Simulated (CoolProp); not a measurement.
The numbers come from the reference Helmholtz-energy equation of state, Lemmon 2006 in CoolProp. It is a short technical equation, of lower accuracy than the large ones.

Q: For carbonyl sulfide, give the phase and the Z, cv (kJ/(kg K)), fugacity coefficient at 384.2 K and 5.03 bar; 384.2 K and 15.9 bar.

A: 
- 384.2 K and 5.03 bar: gas; Z 0.974, cv 0.622, fugacity coefficient 0.975
- 384.2 K and 15.9 bar: gas; Z 0.915, cv 0.637, fugacity coefficient 0.921
